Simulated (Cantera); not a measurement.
Feed: 1 mol AlCl₃, 1.3 mol H₂O, 3.2 mol N₂, at 0.0440 bar.

Method: chemical equilibrium by Gibbs-energy minimisation in Cantera with the NASA 1993 tables (ideal gas, pure condensed phases). Candidate condensed phases: Al, AlCl₃, AlN, Al₂O₃, H₂O, NH₄Cl; 45 gas species. The tables' values for AlCl₂ are old estimates; treat these amounts as uncertain. Kinetics and transport are ignored.

Problem. At 1773 K, list the 6 most abundant gas species with their mole fractions, and the condensed phases.

Solution. N₂ 0.537, HCl 0.428, AlCl₃ 0.0223, Cl 0.00751, H₂ 0.00353, H₂O 0.000487. Condensed: Al₂O₃(s).
